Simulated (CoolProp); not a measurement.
A simple Rankine cycle with water: condensing at 300.15 K, boiler at 5.06 MPa, turbine inlet 542.8 K, turbine efficiency 0.75, pump efficiency 0.6, no recuperator. Each further row changes one setting.

Model: reference Helmholtz-energy equation of state, Wagner 2002, in CoolProp.

```
case                             thermal efficiency (%)  net work (kJ/kg)  heat in (kJ/kg)  turbine exit temperature (K)  volume ratio over the turbine
-------------------------------  ----------------------  ----------------  ---------------  ----------------------------  -----------------------------
as stated                                          28.0               754             2690                         300.2                     (withheld)
turbine inlet 562.8 K                              28.2        (withheld)             2770                         300.2                     (withheld)
condensing temperature 292.15 K                    28.9               788             2730                         292.1                           1210
boiler pressure 3.54 MPa                           27.1        (withheld)             2770                         300.2                            518
turbine efficiency 0.65                            24.2        (withheld)             2690                         300.2                            814
```

Question: Complete the blanks.

Answer: 
- as stated, volume ratio over the turbine: 773
- turbine inlet 562.8 K, net work (kJ/kg): 780
- turbine inlet 562.8 K, volume ratio over the turbine: 732
- boiler pressure 3.54 MPa, net work (kJ/kg): 751
- turbine efficiency 0.65, net work (kJ/kg): 653

The expansion ends wet for: as stated; turbine inlet 562.8 K; condensing temperature 292.15 K; boiler pressure 3.54 MPa; turbine efficiency 0.65.
